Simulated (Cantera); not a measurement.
A closed system holds: 1 mol PbO, 1.8 mol O₂, 1.3 mol N₂, equilibrated at 7.50 Torr.

Equilibrium computed with Cantera from the NASA thermochemical tables; the gas is ideal and each condensed phase is pure. Candidate condensed phases: Pb, PbO, PbO₂, Pb₃O₄; 12 gas species. Gases not in the tables: (PbO)n polymers. Kinetics and transport are ignored.

**Question.** Which condensed phases are stable at each of these points (T (K)): 1023, 1098, 1173, 1248, 1323, 1398, 1473, 1548, 1623?

**Answer.** 
```tsv
T (K)	condensed phases	Pb condensed (%)
1023	PbO(yellow)	100.0
1098	PbO(yellow)	99.8
1173	PbO(l)	98.8
1248	PbO(l)	94.4
1323	PbO(l)	77.4
1398	PbO(l)	9.6
1473	gas only	0.0
1548	gas only	0.0
1623	gas only	0.0
```

From 1023 K to 1098 K the condensed part is PbO(yellow). From 1173 K to 1398 K the condensed part is PbO(l). From 1473 K to 1623 K nothing is condensed.
